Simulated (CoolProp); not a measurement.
Aqueous magnesium chloride as a coolant, at 31 °C, 1 atm.

Model: Melinder's fits for secondary coolants, in CoolProp.

```json
[
 {"mass %": "4", "freezing point (°C)": "-2.3", "density (kg/m³)": "1028", "viscosity (mPa s)": "0.927", "Prandtl number": "6.05", "conductivity (W/(m K))": "0.607"},
 {"mass %": "6.8", "freezing point (°C)": "-4.5", "density (kg/m³)": "1052", "viscosity (mPa s)": "0.973", "Prandtl number": "6.15", "conductivity (W/(m K))": "0.602"},
 {"mass %": "9.7", "freezing point (°C)": "-7.9", "density (kg/m³)": "1077", "viscosity (mPa s)": "1.09", "Prandtl number": "6.66", "conductivity (W/(m K))": "0.596"},
 {"mass %": "12.5", "freezing point (°C)": "-12.2", "density (kg/m³)": "1101", "viscosity (mPa s)": "1.26", "Prandtl number": "7.49", "conductivity (W/(m K))": "0.588"},
 {"mass %": "15.3", "freezing point (°C)": "-17.4", "density (kg/m³)": "1126", "viscosity (mPa s)": "1.45", "Prandtl number": "8.36", "conductivity (W/(m K))": "0.580"},
 {"mass %": "18.1", "freezing point (°C)": "-23.6", "density (kg/m³)": "1152", "viscosity (mPa s)": "1.64", "Prandtl number": "9.25", "conductivity (W/(m K))": "0.572"},
 {"mass %": "21", "freezing point (°C)": "-31.9", "density (kg/m³)": "1180", "viscosity (mPa s)": "2.13", "Prandtl number": "11.7", "conductivity (W/(m K))": "0.563"},
 {"mass %": "23.8", "freezing point (°C)": "-43.4", "density (kg/m³)": "1209", "viscosity (mPa s)": "4.41", "Prandtl number": "23.5", "conductivity (W/(m K))": "0.554"},
 {"mass %": "26.6", "freezing point (°C)": "-61.7", "density (kg/m³)": "1242", "viscosity (mPa s)": "27.4", "Prandtl number": "141", "conductivity (W/(m K))": "0.541"},
 {"mass %": "29.4", "freezing point (°C)": "-91.5", "density (kg/m³)": "1281", "viscosity (mPa s)": "1370", "Prandtl number": "6660", "conductivity (W/(m K))": "0.522"}
]
```
